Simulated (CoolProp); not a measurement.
Values from CoolProp's reference Helmholtz-energy equation of state, Lemmon 2006. It is a short technical equation, of lower accuracy than the large ones.

Question: For nitrous oxide, give the phase and the Z, cp (kJ/(kg K)), fugacity coefficient at 230.1 K and 47.2 bar; 240.5 K and 47.2 bar; 333.4 K and 47.2 bar.

Answer: 
- 230.1 K and 47.2 bar: liquid; Z 0.0991, cp 1.80, fugacity coefficient 0.174
- 240.5 K and 47.2 bar: liquid; Z 0.0981, cp 1.84, fugacity coefficient 0.240
- 333.4 K and 47.2 bar: gas; Z 0.800, cp 1.28, fugacity coefficient 0.829
